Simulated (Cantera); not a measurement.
Cantera run:

```python
import numpy as np
import cantera as ct

gas_names = """
    B BH BH2 BH3 BO BO2 B2 B2O B2O2 B2O3 B3O3H3 H HBO HBO2 HO2 H2 H2O H2O2 H3B3O6 O OH O2 O3
""".split()
cond_names = """
    B(b) B(L) B2O3(L) B3O3H3(cr) H2O(s) H2O(L)
""".split()


# ... load() reads the species with a 1 bar reference pressure and builds the phases ...
atoms = {
    'B2O3': {'B': 2, 'O': 3},
    'O2': {'O': 2},
    'H2': {'H': 2},
    'H2O': {'H': 2, 'O': 1},
}
top_T = {}  # K; cautious upper limits of use, not melting points


# ... equilibrate(T, P, feed) seeds the gas with the atoms and calls Mixture.equilibrate('TP', solver="vcs", rtol=1e-11, max_steps=5000) ...
results = []
feed = {'B2O3': 1, 'O2': 1.3, 'H2': 1.7, 'H2O': 2.3}  # mol
for P in [10, 28, 77, 220, 600, 1700, 4600, 13000, 36000, 100000]:
    for T in [773, 973, 1173, 1373, 1573, 1773, 1973, 2173, 2373]:
        mix = equilibrate(T, P, feed)
        results.append((T, P, feed, dict(zip(mix.species_names, mix.species_moles))))

for T, P, feed, n in results:
    print(f"{T:7g} {P:10.4g}  " + (" + ".join(c for c in cond_names if n.get(c, 0) > 1e-12) or "gas only"))
```

Result:

```
    773         10  B2O3(L)
    973         10  B2O3(L)
   1173         10  B2O3(L)
   1373         10  gas only
   1573         10  gas only
   1773         10  gas only
   1973         10  gas only
   2173         10  gas only
   2373         10  gas only
    773         28  B2O3(L)
    973         28  B2O3(L)
   1173         28  B2O3(L)
   1373         28  B2O3(L)
   1573         28  gas only
   1773         28  gas only
   1973         28  gas only
   2173         28  gas only
   2373         28  gas only
    773         77  B2O3(L)
    973         77  B2O3(L)
   1173         77  B2O3(L)
   1373         77  B2O3(L)
   1573         77  gas only
   1773         77  gas only
   1973         77  gas only
   2173         77  gas only
   2373         77  gas only
    773        220  B2O3(L)
    973        220  B2O3(L)
   1173        220  B2O3(L)
   1373        220  B2O3(L)
   1573        220  gas only
   1773        220  gas only
   1973        220  gas only
   2173        220  gas only
   2373        220  gas only
    773        600  B2O3(L)
    973        600  B2O3(L)
   1173        600  B2O3(L)
   1373        600  B2O3(L)
   1573        600  gas only
   1773        600  gas only
   1973        600  gas only
   2173        600  gas only
   2373        600  gas only
    773       1700  B2O3(L)
    973       1700  B2O3(L)
   1173       1700  B2O3(L)
   1373       1700  B2O3(L)
   1573       1700  B2O3(L)
   1773       1700  gas only
   1973       1700  gas only
   2173       1700  gas only
   2373       1700  gas only
    773       4600  B2O3(L)
    973       4600  B2O3(L)
   1173       4600  B2O3(L)
   1373       4600  B2O3(L)
   1573       4600  B2O3(L)
   1773       4600  gas only
   1973       4600  gas only
   2173       4600  gas only
   2373       4600  gas only
    773    1.3e+04  B2O3(L)
    973    1.3e+04  B2O3(L)
   1173    1.3e+04  B2O3(L)
   1373    1.3e+04  B2O3(L)
   1573    1.3e+04  B2O3(L)
   1773    1.3e+04  gas only
   1973    1.3e+04  gas only
   2173    1.3e+04  gas only
   2373    1.3e+04  gas only
    773    3.6e+04  B2O3(L)
    973    3.6e+04  B2O3(L)
   1173    3.6e+04  B2O3(L)
   1373    3.6e+04  B2O3(L)
   1573    3.6e+04  B2O3(L)
   1773    3.6e+04  B2O3(L)
   1973    3.6e+04  gas only
   2173    3.6e+04  gas only
   2373    3.6e+04  gas only
    773      1e+05  B2O3(L)
    973      1e+05  B2O3(L)
   1173      1e+05  B2O3(L)
   1373      1e+05  B2O3(L)
   1573      1e+05  B2O3(L)
   1773      1e+05  B2O3(L)
   1973      1e+05  gas only
   2173      1e+05  gas only
   2373      1e+05  gas only
```

Cantera equilibrium calculation (NASA polynomials, part measured and part estimated; ideal gas, pure solids and liquids). Gases not in the tables: H3BO3.
